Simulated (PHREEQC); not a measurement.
Consider water at 25 °C with 0.076 mol/kgw NiSO4, 0.34 mol/kgw ZnCl2 and 0.00032 mol/kgw NaHCO3. Closed to the air; pH follows from the charge balance.

The numbers come from PHREEQC with the ion-association model, wateq4f.dat.

No solid was allowed to form.

Question: Order these Zn species by the share of Zn that they hold, largest first: ZnCl2, Zn+2, ZnCl3-, ZnCl+, ZnSO4.

Answer: Zn+2 (63 %), ZnCl+ (19 %), ZnSO4 (10 %), ZnCl2 (3.1 %), ZnCl3- (2.2 %)

The pH is 5.39 and the ionic strength 0.880 mol/kgw. Caution: at this ionic strength the ion-association model is outside its range; a Pitzer model would be the better tool where its parameters exist.
